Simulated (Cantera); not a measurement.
Charge: 1 mol CaS, 0.067 mol SO3, 0.13 mol O2, equilibrated at 1575 °C and 165 Torr.

Cantera equilibrium calculation (NASA polynomials, part measured and part estimated; ideal gas, pure solids and liquids). Candidate condensed phases: Ca, CaO, CaS, CaSO4, S; 14 gas species. Mutual solubility and eutectic melting of coexisting phases are not modelled. The numbers say what is thermodynamically allowed, not how fast it happens.

Base state: SO2 0.826, S2 0.125, SO 0.0423, S2O 0.00616, S 0.000818 (mole fractions); condensed: CaO(s) + CaS(s).

Problem. What changes in the equilibrium state with this change: pressure from 165 Torr to 100 Torr?

Solution. 
```
species        before    after
-----------  --------  -------
SO2             0.826    0.799
S2              0.125    0.145
SO             0.0423   0.0489
S            0.000818  0.00113
S2O           0.00616  0.00596
CaO(s), mol     0.144    0.150
CaS(s), mol     0.856    0.850
```

Problem. What changes in the equilibrium state with this change: temperature from 1575 °C to 1425 °C?

Solution. 
```
species        before     after
-----------  --------  --------
SO2             0.826     0.906
S2              0.125    0.0700
SO             0.0423    0.0191
S            0.000818  0.000175
S2O           0.00616   0.00427
CaO(s), mol     0.144     0.128
CaS(s), mol     0.856     0.872
```

Problem. What changes in the equilibrium state with this change: 0.0038 mol HF added?

Solution. 
```csv
species,before,after
SO2,0.826,0.809
S2,0.125,0.124
SO,0.0423,0.0417
HF,0,0.0119
H2O,0,0.00333
CaF2,0,0.00290
H2,0,0.000428
SH,0,0.000361
H2S,0,6.52e-5
H,0,2.34e-5
"CaO(s), mol",0.144,0.144
"CaS(s), mol",0.856,0.856
"CaF2(l), mol",0,0.000214
```
Further candidate phases: CaF2, Ca(OH)2, H2O, H2SO4.
